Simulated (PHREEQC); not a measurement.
Synthetic water in mg/L, 20 °C, pH 1.99, pe 8.8: Na 28.6; K 370; Ca 277; Mg 114; Cl 159; S(6) as SO4 2380; Al 0.596; Mn(2) 1.2; Cd 61.7; Zn 0.905; O(0) (dissolved oxygen) 8.32; N(5) as NO3 0.211.

Valence states are taken as typed.

Computed with PHREEQC (ion-association model, phreeqc.dat).

Question: The ionic strength comes out as 0.0602 mol/kgw. What activity coefficients do AlSO4+, Ca+2, Al(SO4)2-, NaSO4-, Cl- get?

Answer: AlSO4+ 0.81, Ca+2 0.45, Al(SO4)2- 0.81, NaSO4- 0.82, Cl- 0.80.

No solid was allowed to form. Species that the database lacks are ignored.
